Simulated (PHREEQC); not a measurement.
Synthetic water in mmol/kgw, 20 °C, pH 5.63, pe 8.4:

```json
[
 {"constituent": "Na", "mmol/kgw": "0.204"},
 {"constituent": "K", "mmol/kgw": "0.0127"},
 {"constituent": "Ca", "mmol/kgw": "0.0194"},
 {"constituent": "Mg", "mmol/kgw": "0.00301"},
 {"constituent": "Cl", "mmol/kgw": "0.022"},
 {"constituent": "S(6)", "mmol/kgw": "0.0382"},
 {"constituent": "Alkalinity (meq/kgw)", "mmol/kgw": "0.158"},
 {"constituent": "Pb", "mmol/kgw": "0.00196"}
]
```

Valence states are taken as typed.

Computed with PHREEQC (ion-association model, phreeqc.dat).

Each row changes one thing in this solution. This is a speciation only: nothing precipitates in the calculation.

| case | CO2 (mol/kgw) | Pb+2 (mol/kgw) | PbHCO3+ (mol/kgw) | CaSO4 (mol/kgw) | PbCO3 (mol/kgw) | NaSO4- (mol/kgw) | SI of Cerussite (PbCO3) | SI of Anglesite (PbSO4) |
|---|---|---|---|---|---|---|---|---|
| as made | 0.000885 | 1.65e-6 | 1.93e-7 | 1.06e-7 | 7.43e-8 | 3.47e-8 | -1.18 | -2.46 |
| Na from 0.204 to 0.408 mmol/kgw | 0.000883 | 1.65e-6 | 1.91e-7 | 1.04e-7 | 7.34e-8 | 6.85e-8 | -1.18 | [?] |
| temperature from 20 to 70 °C at the same typed pH | 0.000745 | 1.60e-6 | 1.86e-7 | 1.45e-7 | 1.26e-7 | 4.54e-8 | -1.48 | -2.71 |
| pH from 5.63 to 5.5 at the same alkalinity | 0.00120 | 1.67e-6 | 1.96e-7 | 1.06e-7 | 5.60e-8 | 3.47e-8 | [?] | -2.45 |
| Pb from 0.00196 to 0.00588 mmol/kgw | 0.000881 | 4.95e-6 | 5.77e-7 | 1.06e-7 | [?] | [?] | -0.70 | [?] |

Complete the blanks.


- Na from 0.204 to 0.408 mmol/kgw, SI of Anglesite (PbSO4): -2.47
- pH from 5.63 to 5.5 at the same alkalinity, SI of Cerussite (PbCO3): -1.30
- Pb from 0.00196 to 0.00588 mmol/kgw, PbCO3 (mol/kgw): 2.22e-7
- Pb from 0.00196 to 0.00588 mmol/kgw, NaSO4- (mol/kgw): 3.46e-8
- Pb from 0.00196 to 0.00588 mmol/kgw, SI of Anglesite (PbSO4): -1.98

Away from 25 °C the constants follow the database's enthalpies or fits; those with neither stay at their 25 °C values.
